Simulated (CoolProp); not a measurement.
Dimethyl carbonate at 298.15 K and 16.9 MPa is throttled through a valve to 3.21 MPa with no heat exchange. Each further row changes one setting.

The numbers come from the reference Helmholtz-energy equation of state, Zhou 2011 in CoolProp.

```json
[
 {"case": "as stated", "temperature change (K)": "+4.5"},
 {"case": "outlet pressure 0.963 MPa", "temperature change (K)": "+5.2"},
 {"case": "outlet pressure 4.17 MPa", "temperature change (K)": "+4.2"}
]
```
